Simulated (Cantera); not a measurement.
Input: 1 mol B, 0.18 mol NH3, 36 mol N2, held at 13.3 mbar.

Cantera equilibrium calculation (NASA polynomials, part measured and part estimated; ideal gas, pure solids and liquids). Candidate condensed phases: B, BN; 15 gas species. Kinetics and transport are ignored. All values below are at 1923 K.

Base state: N2 0.992, H2 0.00718, H 0.000691 (mole fractions); condensed: BN(s).

What changes in the equilibrium state with this change: NH3 from 0.18 to 0.31 mol?


| species | before | after |
|---|---|---|
| N2 | 0.992 | 0.987 |
| H2 | 0.00718 | 0.0124 |
| H | 0.000691 | 0.000909 |
| BN(s), mol | 1.000 | 1.000 |

What changes in the equilibrium state with this change: B replaced by B2O3?


```json
[
 {"species": "N2", "before": "0.992", "after": "0.965"},
 {"species": "B2O3", "before": "0", "after": "0.0223"},
 {"species": "HBO2", "before": "0", "after": "0.00427"},
 {"species": "BO", "before": "0", "after": "0.00198"},
 {"species": "HBO", "before": "0", "after": "0.00101"},
 {"species": "B2O2", "before": "0", "after": "0.000742"},
 {"species": "H2O", "before": "0", "after": "7.52e-5"},
 {"species": "BN(s), mol", "before": "1.000", "after": "0"}
]
```
Further candidate phases: B2O3, B3O3H3, H2O.
